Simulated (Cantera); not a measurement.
A Cantera script and what it prints.

```python
import numpy as np
import cantera as ct

gas_names = """
    H HNO HNO2 HNO3 HO2 H2 H2O H2O2 N NH NH2 NH3 NH2OH NO NO2 NO3 N2 N2H2 N2H4 N2O O OH O2 O3
""".split()
cond_names = """
    H2O(s) H2O(L)
""".split()


# ... load() reads the species with a 1 bar reference pressure and builds the phases ...
atoms = {
    'N2O': {'N': 2, 'O': 1},
    'H2': {'H': 2},
}
top_T = {}  # K; cautious upper limits of use, not melting points


# ... equilibrate(T, P, feed) seeds the gas with the atoms and calls Mixture.equilibrate('TP', solver="vcs", rtol=1e-11, max_steps=5000) ...
results = []
feed = {'N2O': 1, 'H2': 2.3}  # mol
T = 3200  # K
P = 10000  # Pa
mix = equilibrate(T, P, feed)
results.append((T, P, feed, dict(zip(mix.species_names, mix.species_moles))))
print(gas.report(threshold=0.0001))
for i in range(1, mix.n_phases):
    print(f"{mix.phase(i).name:16s} {mix.phase_moles(i):12.5e} mol")
```

It prints:

```
       temperature   3200 K
          pressure   10000 Pa
           density   0.0038788 kg/m^3
  mean mol. weight   10.32 kg/kmol
   phase of matter   gas

                          1 kg             1 kmol
                     ---------------   ---------------
          enthalpy         1.661e+07        1.7142e+08  J
   internal energy        1.4032e+07        1.4481e+08  J
           entropy             23786        2.4547e+05  J/K
    Gibbs function       -5.9504e+07       -6.1408e+08  J
 heat capacity c_p            3024.6             31213  J/K
 heat capacity c_v            2218.9             22899  J/K

                      mass frac. Y      mole frac. X     chem. pot. / RT
                     ---------------   ---------------   ---------------
                 H          0.038352           0.39265           -12.507
                H2          0.038143           0.19525           -25.015
               H2O           0.12133          0.069505           -43.792
                NO           0.01857         0.0063869           -35.023
                N2           0.56706            0.2089           -32.491
                 O           0.10018          0.064621           -18.777
                OH          0.088359          0.053617           -31.284
                O2          0.027893         0.0089961           -37.554
     [  +16 minor]        0.00010798        7.4468e-05
```

These are equilibrium values from Cantera (NASA tables, ideal gas, pure condensed phases), not measurements of a reactor.
